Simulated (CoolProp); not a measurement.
Values from CoolProp's reference Helmholtz-energy equation of state, Lemmon 2003. It is a pseudo-pure fit of the blend.

Task: For R507A, give the phase and the density (kg/m³), cp (kJ/(kg K)), isothermal compressibility (1/MPa), expansivity (1/kK) at 283.3 K and 21.3 bar; 222.2 K and 9.06 bar; 289.5 K and 1.49 bar.

Result: 
- 283.3 K and 21.3 bar: liquid; density 1130, cp 1.41, isothermal compressibility 0.00668, expansivity 3.70
- 222.2 K and 9.06 bar: liquid; density 1330, cp 1.23, isothermal compressibility 0.00209, expansivity 2.30
- 289.5 K and 1.49 bar: gas; density 6.29, cp 0.867, isothermal compressibility 6.90, expansivity 3.81
